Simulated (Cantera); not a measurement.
Feed: 1 mol FeS₂, 0.63 mol O₂, 5.3 mol N₂, at 7.50 Torr.

Cantera equilibrium calculation (NASA polynomials, part measured and part estimated; ideal gas, pure solids and liquids). Candidate condensed phases: Fe, FeO, FeS, FeSO₄, FeS₂, Fe₂O₃, Fe₂(SO₄)₃, Fe₃O₄, S; 19 gas species. Metal and sulfide melt together well below either melting point, which pure phases cannot show. Mutual solubility and eutectic melting of coexisting phases are not modelled. The tables' stoichiometric FeO is somewhat more stable than real wüstite, so its field is too wide. FeO, FeS: taken at fixed stoichiometry. Gases not in the tables: S₃ to S₇. Equilibrium is a limit: real reactors are often held back by kinetics, nucleation or transport.

x: gas mole fraction; n: condensed amount in mol.

| T (K) | x N₂ | x SO₂ | x S₂ | x SO | x S₂O | x S | n FeS(s) | n FeO(s) | n FeS(l) |
|---|---|---|---|---|---|---|---|---|---|
| 925 | 0.867 | 0.103 | 0.0299 | ___ | 0.000441 | 1.46e-9 | 1.00 | 0 | 0 |
| 1000 | 0.867 | 0.103 | 0.0299 | ___ | 0.000425 | 1.20e-8 | 1.00 | 0 | 0 |
| 1075 | 0.867 | 0.103 | 0.0299 | ___ | 0.000412 | 7.33e-8 | 1.00 | 0 | 0 |
| 1150 | 0.867 | 0.103 | 0.0299 | ___ | 0.000400 | 3.55e-7 | 1.00 | 0 | 0 |
| 1225 | 0.867 | 0.103 | 0.0299 | ___ | 0.000390 | 1.42e-6 | 1.00 | 0 | 0 |
| 1300 | 0.863 | 0.0926 | 0.0434 | ___ | 0.000480 | 5.84e-6 | 0.886 | 0.114 | 0 |
| 1375 | 0.857 | 0.0792 | 0.0615 | ___ | 0.000565 | 2.08e-5 | 0.733 | 0.267 | 0 |
| 1450 | 0.851 | 0.0649 | 0.0805 | ___ | 0.000615 | 6.34e-5 | 0.569 | 0.431 | 0 |
| 1525 | 0.848 | 0.0563 | 0.0912 | ___ | 0.000619 | 0.000163 | 0 | 0.526 | 0.474 |
| 1600 | 0.845 | 0.0492 | 0.0990 | ___ | 0.000606 | 0.000380 | 0 | 0.600 | 0.400 |

Problem. Fill in the missing entries.

Solution. 
- 925, x SO: 8.49e-6
- 1000, x SO: 2.78e-5
- 1075, x SO: 7.71e-5
- 1150, x SO: 0.000187
- 1225, x SO: 0.000407
- 1300, x SO: 0.000845
- 1375, x SO: 0.00157
- 1450, x SO: 0.00264
- 1525, x SO: 0.00415
- 1600, x SO: 0.00621
